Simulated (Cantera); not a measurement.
An isothermal, constant-pressure homogeneous reactor starts with 81.3 % N2O, 18.7 % O2, at 1223 K and 0.0590 bar.

Detailed kinetics in Cantera: GRI-Mech 3.0 (53 species, 325 reactions). GRI-Mech 3.0 was tuned for natural gas; its chemistry of N2O as a main component is partial and can be far from experiment. The mechanism lacks the step 2 NO + O2 → 2 NO2, which can matter for NO2 below about 1400 K. The temperature is held fixed by assumption; the heat of reaction is taken as removed at once.

Predict: x(N2O) at 90.0 s; x(O2) at 90.0 s; x(NO) at 90.0 s; x(NO2) at 90.0 s; x(O) at 90.0 s; x(N2) at 90.0 s.


```json
{
 "x(N2O) at 90.0 s": "0.00788 (gas-phase equilibrium 4.08e-9)",
 "x(O2) at 90.0 s": "0.388 (gas-phase equilibrium 0.422)",
 "x(NO) at 90.0 s": "0.0626 (gas-phase equilibrium 0.000284)",
 "x(NO2) at 90.0 s": "7.86e-5 (gas-phase equilibrium 1.48e-6)",
 "x(O) at 90.0 s": "7.99e-7 (gas-phase equilibrium 1.09e-7)",
 "x(N2) at 90.0 s": "0.541 (gas-phase equilibrium 0.578)"
}
```
